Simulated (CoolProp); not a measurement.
Vapour-liquid equilibrium of methane (1) + ethane (2) at -130.05 °C; x and y are mole fractions of (1).

Model: multi-fluid Helmholtz-energy mixture model, Setzmann 1991 and Bücker 2006; pair parameters Kunz 2012, in CoolProp.

```tsv
x	bubble pressure (kPa)	y at the bubble point	dew pressure at overall composition x (kPa)	liquid density (mol/L)
0.05	53.02	0.905	[?]	19.95
0.2	184.9	0.975	6.451	20.62
0.35	301.1	0.986	7.935	[?]
0.5	405.3	0.991	10.30	21.92
0.65	502.5	0.994	14.69	22.50
0.8	599.6	0.997	25.56	22.95
0.95	708.1	[?]	98.08	23.16
```

Problem. Fill in the missing entries.

Solution. 
- 0.05, dew pressure at overall composition x (kPa): 5.435
- 0.35, liquid density (mol/L): 21.29
- 0.95, y at the bubble point: 0.999

No azeotrope shows between x = 0.05 and 0.95.

Pair parameters are fitted to limited data, so mixtures are less certain than the pure fluids. The gap from Raoult's law changes sign with composition, which may be real or a fault of the pair parameters; it wasn't checked against measurements.
